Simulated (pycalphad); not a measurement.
All values are pycalphad results on the COST 507 light-alloy database (1999) (1 atm), not direct measurements. These are 1990s assessments: newer ones move some temperatures and phases. Diffusion is slow at the low end, where real alloys seldom reach equilibrium.

Molar enthalpy of Ti-0.58Hf-0.66B (at.%) in equilibrium (SER reference):

```json
[
 {"T (K)": "2850", "H (kJ/mol)": "111.29", "phases": "LIQUID"},
 {"T (K)": "2700", "H (kJ/mol)": "104.36", "phases": "LIQUID"},
 {"T (K)": "2550", "H (kJ/mol)": "97.44", "phases": "LIQUID"},
 {"T (K)": "2400", "H (kJ/mol)": "90.51", "phases": "LIQUID"},
 {"T (K)": "2250", "H (kJ/mol)": "83.58", "phases": "LIQUID"},
 {"T (K)": "2100", "H (kJ/mol)": "76.66", "phases": "LIQUID"},
 {"T (K)": "2025", "H (kJ/mol)": "73.20", "phases": "LIQUID"},
 {"T (K)": "1950", "H (kJ/mol)": "69.73", "phases": "LIQUID"},
 {"T (K)": "1800", "H (kJ/mol)": "49.51", "phases": "BCC_A2 + BM"},
 {"T (K)": "1725", "H (kJ/mol)": "46.88", "phases": "BCC_A2 + BM"},
 {"T (K)": "1650", "H (kJ/mol)": "44.32", "phases": "BCC_A2 + BM"},
 {"T (K)": "1500", "H (kJ/mol)": "39.41", "phases": "BCC_A2 + BM"},
 {"T (K)": "1350", "H (kJ/mol)": "34.72", "phases": "BCC_A2 + BM"},
 {"T (K)": "1200", "H (kJ/mol)": "30.22", "phases": "BCC_A2 + BM"},
 {"T (K)": "1050", "H (kJ/mol)": "21.26", "phases": "HCP_A3 + BM"},
 {"T (K)": "900", "H (kJ/mol)": "16.37", "phases": "HCP_A3 + BM"},
 {"T (K)": "750", "H (kJ/mol)": "11.69", "phases": "HCP_A3 + BM"},
 {"T (K)": "600", "H (kJ/mol)": "7.22", "phases": "HCP_A3 + BM"}
]
```

Cooling from 1950 K to 1800 K, across the freezing range, releases 20.2 kJ/mol, or 418 J/g. The slope is 46 J/(mol K) in the liquid and 35 J/(mol K) just below the solidus, where it includes any heat of precipitation. Liquidus 1926 K, solidus 1814 K. Changes were sought between steps of 75 K, so a narrower field can be missed.

Database names, with the compositions (at.%) that they take in these runs: BM: Ti 50 B 50. BCC_A2 is bcc; HCP_A3 is hcp.
